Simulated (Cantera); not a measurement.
An isothermal, constant-pressure homogeneous reactor starts with 7.69 % CH₄, 92.3 % H₂, at 1648 K and 0.0132 atm.

Cantera simulation using GRI-Mech 3.0 (53 species, 325 reactions); the numbers are that mechanism's predictions, not measurements. GRI-Mech 3.0 stops at C3 and has no aromatics, soot or wall deposition, so with more carbon than oxygen in the feed, carbon stays in small species such as C2H2 where larger ones or solid carbon would form. Radical loss at walls, strong at low pressure, is not modelled.

Predict: x(CH₄) at 5.00 s; x(H₂) at 5.00 s; x(C₂H₄) at 5.00 s; x(CH₂) at 5.00 s; x(CH₃) at 5.00 s; x(C₂H₆) at 5.00 s.


| Quantity | Result |
|---|---|
| x(CH₄) at 5.00 s | 0.0101 (gas-phase equilibrium 0.000471) |
| x(H₂) at 5.00 s | 0.958 (gas-phase equilibrium 0.963) |
| x(C₂H₄) at 5.00 s | 3.77e-5 (gas-phase equilibrium 3.34e-5) |
| x(CH₂) at 5.00 s | 1.01e-7 (gas-phase equilibrium 5.87e-9) |
| x(CH₃) at 5.00 s | 0.000149 (gas-phase equilibrium 7.57e-6) |
| x(C₂H₆) at 5.00 s | 3.10e-7 (gas-phase equilibrium 1.33e-9) |
